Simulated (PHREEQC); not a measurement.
Solution (93 °C): 0.075 mol KH2PO4, 0.04 mol HF and 0.00013 mol NiSO4 per kg of water. Closed to the air; pH follows from the charge balance.

Equilibrium calculation in PHREEQC: ion-association model, wateq4f.dat.

Each row changes one thing in this solution. Precipitation was switched off in this run.

```csv
case,pH,ionic strength (mol/kgw),H2PO4- (mol/kgw),H3PO4 (mol/kgw),SO4-2 (mol/kgw),KSO4- (mol/kgw),SI of Morenosite (NiSO4:7H2O)
as made,3.17,0.0763,0.0653,0.00973,7.78e-5,3.74e-5,-6.98
diluted 100-fold with water,3.78,0.000929,0.000717,3.28e-5,1.18e-6,1.40e-8,-9.99
HF left out,4.54,0.0759,0.0740,0.000462,8.70e-5,4.19e-5,-6.90
diluted 5-fold with water,3.29,0.0157,0.0133,0.00168,1.92e-5,3.00e-6,-7.85
0.016 mol/kgw H2SO4 added,2.58,0.0827,0.0478,0.0272,0.00752,0.00335,-5.10
```

H3PO4, which wateq4f.dat lacks, is added to it with the constant of phreeqc.dat. Away from 25 °C the constants follow the database's enthalpies or fits; those with neither stay at their 25 °C values. The database has no phosphate complexes of Ni.
